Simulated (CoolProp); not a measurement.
Benzene along the isobar 14.7 MPa: density (kg/m³) from the reference equation and from simpler models built on Tc = 288.9 °C, pc = 4.906 MPa, ω = 0.211; each cubic takes its own stable root.

The numbers come from the reference Helmholtz-energy equation of state, Thol 2012 in CoolProp.

```tsv
T (°C)	phase	reference	van der Waals	Redlich-Kwong	Soave-Redlich-Kwong
122.75	liquid	786.4	506.6	714.5	729.8
137.75	liquid	770.5	499.4	699.8	715.2
152.65	liquid	___	492.1	684.7	700.0
167.65	liquid	738.0	484.6	669.0	684.0
182.55	liquid	721.2	476.9	652.9	667.3
197.45	liquid	704.0	469.0	636.2	649.7
212.45	liquid	686.0	460.9	618.8	631.2
227.35	liquid	667.5	452.6	601.0	611.8
242.25	liquid	648.3	444.1	582.6	591.5
257.25	liquid	628.0	___	563.4	___
272.15	liquid	606.9	426.2	543.7	547.4
287.15	liquid	___	416.8	523.2	523.6
302.05	supercritical	560.6	407.2	502.2	498.8
316.95	supercritical	___	397.4	480.6	473.1
331.95	supercritical	508.6	387.1	458.4	446.4
346.85	supercritical	480.5	376.6	435.9	419.4
```

Problem. Complete the blanks.

Solution. 
- 152.65, reference: 754.5
- 257.25, van der Waals: 435.2
- 257.25, Soave-Redlich-Kwong: 569.9
- 287.15, reference: 584.3
- 316.95, reference: 535.4
